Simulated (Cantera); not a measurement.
## Fe3O4 + CO (carbothermic reduction)

Feed: 1 mol Fe3O4, a varied amount of CO, equilibrated at 1048.15 K and 1.33 mbar.

Method: chemical equilibrium by Gibbs-energy minimisation in Cantera with the NASA 1993 tables (ideal gas, pure condensed phases). Candidate condensed phases: C, Fe, Fe(CO)5, FeO, Fe2O3, Fe3O4; 15 gas species. Mutual solubility and eutectic melting of coexisting phases are not modelled. The tables' stoichiometric FeO is somewhat more stable than real wüstite, so its field is too wide. FeO: taken at fixed stoichiometry. Rates play no part.

At 0.85 mol CO the condensed part is FeO(s) + Fe3O4(s). From 1.6 mol CO to 4.8 mol CO the condensed part is FeO(s). From 5.6 mol CO to 8.8 mol CO the condensed part is Fe(α) + FeO(s).

| n(CO) (mol) | x CO2 | x CO | n FeO(s) | n Fe3O4(s) | n Fe(α) |
|---|---|---|---|---|---|
| 0.85 | 0.947 | 0.0530 | 2.41 | 0.195 | 0 |
| 1.6 | 0.625 | 0.375 | 3.00 | 0 | 0 |
| 2.4 | 0.417 | 0.583 | 3.00 | 0 | 0 |
| 3.2 | 0.312 | 0.688 | 3.00 | 0 | 0 |
| 4 | 0.250 | 0.750 | 3.00 | 0 | 0 |
| 4.8 | 0.208 | 0.792 | 3.00 | 0 | 0 |
| 5.6 | 0.192 | 0.808 | 2.92 | 0 | 0.0753 |
| 6.4 | 0.192 | 0.808 | 2.77 | 0 | 0.229 |
| 7.2 | 0.192 | 0.808 | 2.62 | 0 | 0.382 |
| 8 | 0.192 | 0.808 | 2.46 | 0 | 0.536 |
| 8.8 | 0.192 | 0.808 | 2.31 | 0 | 0.690 |
x: gas mole fraction; n: condensed amount in mol.
